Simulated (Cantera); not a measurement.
Cantera run, input and output.

```python
import numpy as np
import cantera as ct

surf = ct.Interface("ptcombust.yaml", "Pt_surf")
gas = surf.adjacent["gas"]
gas.TPX = 300, 8700, {'CH4': 0.046, 'O2': 0.052, 'N2': 0.79}
jet = ct.ImpingingJet(gas=gas, width=0.053, surface=surf)
jet.inlet.mdot, jet.inlet.T, jet.inlet.X = 0.11, 300, {'CH4': 0.046, 'O2': 0.052, 'N2': 0.79}
jet.set_refine_criteria(ratio=10, slope=0.2, curve=0.3)
show, cover = ['CH4', 'O2', 'H2O', 'OH', 'CO', 'CO2'], ["PT(S)", "H(S)", "O(S)", "OH(S)", "CO(S)", "C(S)"]

rows = []
print(f"{'Ts/K':>7s}" + "".join(f"{s:>11s}" for s in show + cover) + "   (gas at the wall, coverages)")
for i, Ts in enumerate([950, 1000, 1050, 1100, 1150, 1200, 1250, 1300]):
    jet.surface.T = Ts
    if i == 0:
        surf.TP = Ts, 8700
        surf.coverages = "PT(S):0.5, O(S):0.5"
        surf.advance_coverages(1.0)
        jet.set_initial_guess(products="inlet")
    jet.solve(loglevel=0, auto=(i == 0))
    rows.append([*(jet.X[gas.species_index(s), -1] for s in show), *surf[cover].coverages])
    print(f"{Ts:7g}" + "".join(f"{x:11.3e}" for x in rows[-1]))
```

Result:

```
   Ts/K        CH4         O2        H2O         OH         CO        CO2      PT(S)       H(S)       O(S)      OH(S)      CO(S)       C(S)   (gas at the wall, coverages)
    950  1.212e-02  4.107e-03  5.760e-02  4.820e-11  4.154e-02  8.604e-05  5.172e-01  1.782e-03  2.470e-07  1.127e-06  1.315e-01  3.494e-01
   1000  6.891e-03  2.394e-03  5.539e-02  1.694e-10  4.680e-02  2.446e-04  7.076e-01  2.213e-03  3.930e-07  1.550e-06  1.221e-01  1.681e-01
   1050  4.779e-03  1.738e-03  5.405e-02  6.471e-10  4.854e-02  7.616e-04  8.574e-01  2.167e-03  9.329e-07  2.316e-06  8.838e-02  5.206e-02
   1100  4.148e-03  1.562e-03  5.294e-02  2.243e-09  4.835e-02  1.739e-03  9.285e-01  1.936e-03  2.089e-06  3.111e-06  5.248e-02  1.708e-02
   1150  3.944e-03  1.525e-03  5.162e-02  6.897e-09  4.726e-02  3.247e-03  9.623e-01  1.703e-03  4.213e-06  3.879e-06  2.967e-02  6.345e-03
   1200  3.894e-03  1.540e-03  4.993e-02  1.899e-08  4.553e-02  5.311e-03  9.791e-01  1.505e-03  7.756e-06  4.594e-06  1.676e-02  2.638e-03
   1250  3.911e-03  1.576e-03  4.790e-02  4.692e-08  4.329e-02  7.882e-03  9.878e-01  1.344e-03  1.323e-05  5.239e-06  9.613e-03  1.207e-03
   1300  3.959e-03  1.624e-03  4.561e-02  1.057e-07  4.068e-02  1.084e-02  9.925e-01  1.212e-03  2.120e-05  5.802e-06  5.621e-03  5.996e-04
```

Computed with Cantera and Deutschmann's 1995 Pt surface mechanism with GRI-Mech 3.0 gas chemistry. Catalytic surfaces can have several steady states; this one follows from the mechanism file's or the stated starting coverage.
